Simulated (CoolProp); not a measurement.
Computed with CoolProp (reference Helmholtz-energy equation of state, Setzmann 1991).

Q: For methane, give the phase and the Z, cp (kJ/(kg K)), expansivity (1/kK) at 217 K and 2.73 MPa.

A: 
- 217 K and 2.73 MPa: gas; Z 0.854, cp 2.65, expansivity 7.45
